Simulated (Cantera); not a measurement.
Input: 1 mol Al2O3, 6.7 mol O2, equilibrated at 702 °C and 7200 Pa.

Method: chemical equilibrium by Gibbs-energy minimisation in Cantera with the NASA 1993 tables (ideal gas, pure condensed phases). Candidate condensed phases: Al, Al2O3; 9 gas species. Equilibrium is a limit: real reactors are often held back by kinetics, nucleation or transport.

Base state: O2 1.00 (mole fractions); condensed: Al2O3(s).

Q: What changes in the equilibrium state with this change: Al2O3 replaced by SiO2?

A: 
```json
[
 {"species": "O2", "before": "1.00", "after": "1.00"},
 {"species": "Al2O3(s), mol", "before": "1.00", "after": "0"},
 {"species": "SiO2(β-quartz), mol", "before": "0", "after": "1.00"}
]
```
Further candidate phases: Si, SiO2.
